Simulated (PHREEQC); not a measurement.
## Alkaline etch or developer (model solution)

Make-up at 70 °C: 0.06 mol/kgw NaOH. Closed to the air; pH follows from the charge balance.

The numbers come from PHREEQC with the ion-association model, wateq4f.dat.

Each row changes one thing in this solution. Precipitation was switched off in this run.

```
case                                pH  ionic strength (mol/kgw)
-------------------------------  -----  ------------------------
as made                          11.48                    0.0600
temperature from 70 to 20 °C     12.85                    0.0600
0.002 mol/kgw CO2 added          11.46                    0.0589
0.074 mol/kgw NaBF4 added         4.66                     0.132
NaOH from 0.06 to 0.066 mol/kgw  11.52                    0.0660
```

Away from 25 °C the constants follow the database's enthalpies or fits; those with neither stay at their 25 °C values. Real BF4- forms and hydrolyses slowly; the run takes it at equilibrium.
